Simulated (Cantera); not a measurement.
## Ignition delay

Mixture: C₃H₈ : O₂ : N₂ : CO₂ = 1 : 4.55 : 17.1 : 3.3 (molar parts), at 6.90 bar, adiabatic and at constant pressure. Ignition delay is the time to a rise of 400 K.

Model: GRI-Mech 3.0 (53 species, 325 reactions), integrated in Cantera. GRI-Mech 3.0 was tuned for natural gas; its chemistry of propane as a main component is partial and can be far from experiment.

```json
[
 {"T0 (K)": "1125", "delay (ms)": "10.4"},
 {"T0 (K)": "1175", "delay (ms)": "3.98"},
 {"T0 (K)": "1225", "delay (ms)": "1.57"},
 {"T0 (K)": "1275", "delay (ms)": "0.650"},
 {"T0 (K)": "1325", "delay (ms)": "0.287"},
 {"T0 (K)": "1375", "delay (ms)": "0.136"},
 {"T0 (K)": "1425", "delay (ms)": "0.0694"},
 {"T0 (K)": "1475", "delay (ms)": "0.0382"},
 {"T0 (K)": "1525", "delay (ms)": "0.0225"},
 {"T0 (K)": "1575", "delay (ms)": "0.0141"}
]
```

| Item | Result |
|---|---|
| apparent activation energy between 1475 and 1575 K | 190 kJ/mol |
